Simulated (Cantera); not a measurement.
A closed system holds: 1 mol Si(CH₃)₄, 1.5 mol HCl, 3.6 mol H₂, equilibrated at 1975 °C and 13300 Pa.

These are equilibrium values from Cantera (NASA tables, ideal gas, pure condensed phases), not measurements of a reactor. The tables' values for SiCl, SiCl₃ are old estimates; treat these amounts as uncertain. Gases not in the tables: Si₂H₆ and higher silanes. Equilibrium is a limit: real reactors are often held back by kinetics, nucleation or transport.

```csv
species,before,after
H₂,0.848,0.507
HCl,0.123,0.395
SiCl₂,0.00408,0.0701
H,0.0185,0.0143
SiCl₄,9.00e-8,2.66e-5
SiCl₃,2.11e-5,0.00151
SiHCl₃,3.74e-7,2.06e-5
Cl,0.00195,0.00808
SiCl,0.000271,0.00112
CH₄,2.28e-5,8.15e-6
"C(graphite), mol",2.99,0.573
"SiC(s), mol",0.942,0.397
```
Gas species are given as mole fractions.

Problem. Which change was made?
(A) pressure from 13300 Pa to 42000 Pa
(B) H₂ from 3.6 to 580 mol
(C) pressure from 13300 Pa to 1100 Pa
(D) Si(CH₃)₄ replaced by CH₃SiCl₃

Solution. D, Si(CH₃)₄ replaced by CH₃SiCl₃. The feed counts by its element totals alone. The tables' values for SiCl₃, SiCl are old estimates; treat these amounts as uncertain
